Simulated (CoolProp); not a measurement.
Vapour-liquid equilibrium of carbon dioxide (1) + dimethyl ether (2) at -46.75 °C; x and y are mole fractions of (1).

Values from CoolProp's multi-fluid Helmholtz-energy mixture model, Span 1996 and Wu 2011; pair parameters Bell 2016.

```tsv
x	bubble pressure, mixture model (kPa)	bubble pressure, Raoult's law (kPa)	y, mixture model	y, Raoult's law
0.05	58.09	72.05	0.423	0.539
0.2	138.4	183.4	0.793	0.848
0.35	235.5	294.7	0.901	0.923
0.5	348.0	406.0	0.949	0.957
0.65	472.6	517.3	0.974	0.976
0.8	603.6	628.6	0.989	0.989
0.95	734.3	739.9	0.998	0.998
```

The largest gap from Raoult's law is -24.5 % in bubble pressure, at x = 0.2. No azeotrope shows between x = 0.05 and 0.95.

Pair parameters are fitted to limited data, so mixtures are less certain than the pure fluids.
